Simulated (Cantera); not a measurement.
Feed: 1 mol CuO, 4.8 mol F2, 3.8 mol O2, at 1873 K and 10.0 mbar.

Equilibrium computed with Cantera from the NASA thermochemical tables; the gas is ideal and each condensed phase is pure. Candidate condensed phases: Cu, CuF2, CuO, Cu2O; 13 gas species. Equilibrium is a limit: real reactors are often held back by kinetics, nucleation or transport.

Base state: F 0.594, O2 0.328, CuF2 0.0636, CuF 0.0129, O 0.00135, F2 3.27e-5, FO 1.51e-5 (mole fractions); condensed: gas only.

**Question.** What changes in the equilibrium state with this change: F2 from 4.8 to 1.6 mol?

**Answer.** 
| species | before | after |
|---|---|---|
| O2 | 0.328 | 0.626 |
| F | 0.594 | 0.226 |
| CuF2 | 0.0636 | 0.0952 |
| CuF | 0.0129 | 0.0507 |
| F2 | 3.27e-5 | 4.72e-6 |
| FO | 1.51e-5 | 7.95e-6 |
| O | 0.00135 | 0.00187 |
